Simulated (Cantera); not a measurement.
Charge: 1 mol CH₃SiH₃, 0.025 mol C₃H₈, a varied amount of H₂, held at 1425 °C and 53.0 mbar.

These are equilibrium values from Cantera (NASA tables, ideal gas, pure condensed phases), not measurements of a reactor. Candidate condensed phases: C, C₆H₆, C₇H₈, C₈H₁₈, Si, SiC; 87 gas species. The feed counts by its element totals alone. Equilibrium is a limit: real reactors are often held back by kinetics, nucleation or transport.

Q: At 16 mol H₂, list the 4 most abundant gas species with their mole fractions, and the condensed phases.

A: H₂ 0.999, H 0.000628, C₂H₂ (acetylene) 7.20e-5, CH₄ 5.84e-5. Condensed: C(graphite) + SiC(s).
